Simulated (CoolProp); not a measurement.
Ethylene at several states: Z from the reference equation and from simpler models built on Tc = 282.4 K, pc = 5.042 MPa, ω = 0.087; each cubic takes its own stable root.

Values from CoolProp's reference Helmholtz-energy equation of state, Smukala 2000.

```tsv
T (K)	p (MPa)	phase	reference
408.7	30.2	supercritical	0.8606
289.5	11.7	supercritical	0.3638
418.6	3.34	gas	0.9401
```

How far does each simpler model (van der Waals, Redlich-Kwong, Soave-Redlich-Kwong, Peng-Robinson) lie from the reference over these 3 states: mean and median of the absolute difference, and the worst?


- van der Waals: mean 14.5 %, median 9.2 %, worst +33.0 % at 289.5 K and 11.7 MPa
- Redlich-Kwong: mean 3.9 %, median 1.4 %, worst +9.8 % at 289.5 K and 11.7 MPa
- Soave-Redlich-Kwong: mean 5.5 %, median 5.9 %, worst +10.2 % at 289.5 K and 11.7 MPa
- Peng-Robinson: mean 1.1 %, median 1.1 %, worst -1.8 % at 408.7 K and 30.2 MPa
